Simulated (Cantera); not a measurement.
Input (Python, Cantera):

```python
import numpy as np
import cantera as ct

gas = ct.Solution("gri30.yaml")
gas.TPX = 1525, 150000, {'CO': 1, 'H2': 0.55, 'CH4': 0.24, 'O2': 3.8, 'N2': 14.3}
reactor = ct.IdealGasConstPressureReactor(gas, energy="on", clone=False)
net = ct.ReactorNet([reactor])
net.rtol, net.atol = 1e-08, 1e-16
show = ['CO', 'H2', 'CH4', 'O', 'C2H6', 'H']
times = np.geomspace(1e-06, 2, 11)

steps = ct.SolutionArray(gas, extra=["t"])
rows = []
print(f"{'t/s':>10s}{'T/K':>9s}{'P/Pa':>11s}" + "".join(f"{s:>11s}" for s in show))
for t in times:
    while net.time < t:
        t_next = net.step()
        steps.append(gas.state, t=t_next)
    rows.append([np.interp(t, steps.t, y) for y in (steps.T, steps.P, *steps(*show).X.T)])
    print(f"{t:10.3e}{rows[-1][0]:9.1f}{rows[-1][1]:11.4g}" + "".join(f"{x:11.3e}" for x in rows[-1][2:]))
rate = np.gradient(steps.T, steps.t)
print("integrator steps:", len(steps.t))
if steps.T.max() > steps.T[0] + 200:
    print(f"time of steepest temperature rise: {steps.t[rate.argmax()]:.4e} s")
gas.TPX = 1525, 150000, {'CO': 1, 'H2': 0.55, 'CH4': 0.24, 'O2': 3.8, 'N2': 14.3}
gas.equilibrate("HP")
print(f"equilibrium (HP): T = {gas.T:.1f} K  " + "  ".join(f"{s} {gas[s].X[0]:.3e}" for s in show))
```

Result:

```
       t/s      T/K       P/Pa         CO         H2        CH4          O       C2H6          H
 1.000e-06   1525.0    1.5e+05  5.028e-02  2.765e-02  1.207e-02  5.764e-08  2.514e-14  5.976e-08
 4.267e-06   1525.0    1.5e+05  5.028e-02  2.765e-02  1.207e-02  5.330e-07  3.095e-11  5.260e-07
 1.821e-05   1528.4    1.5e+05  5.025e-02  2.667e-02  1.124e-02  2.388e-04  1.094e-05  3.077e-04
 7.768e-05   2027.1    1.5e+05  1.598e-02  2.301e-03  2.791e-18  1.619e-02  3.298e-33  5.087e-03
 3.314e-04   2264.1    1.5e+05  4.449e-03  6.068e-04  2.711e-20  3.828e-03  2.750e-37  5.183e-04
 1.414e-03   2311.5    1.5e+05  1.796e-03  2.590e-04  7.514e-21  1.596e-03  2.428e-36  1.372e-04
 6.034e-03   2310.4    1.5e+05  1.768e-03  2.556e-04  7.016e-21  1.570e-03  6.291e-39  1.343e-04
 2.575e-02   2305.2    1.5e+05  1.722e-03  2.498e-04  6.535e-21  1.517e-03  5.533e-39  1.293e-04
 1.099e-01   2294.1    1.5e+05  1.626e-03  2.375e-04  5.575e-21  1.406e-03  4.147e-39  1.190e-04
 4.687e-01   2290.1    1.5e+05  1.592e-03  2.331e-04  5.257e-21  1.368e-03  3.728e-39  1.154e-04
 2.000e+00   2290.1    1.5e+05  1.592e-03  2.331e-04  5.256e-21  1.367e-03  3.727e-39  1.154e-04
integrator steps: 1568
time of steepest temperature rise: 2.4951e-05 s
equilibrium (HP): T = 2290.1 K  CO 1.592e-03  H2 2.331e-04  CH4 8.170e-21  O 1.367e-03  C2H6 7.094e-39  H 1.154e-04
```

Detailed kinetics in Cantera: GRI-Mech 3.0 (53 species, 325 reactions).
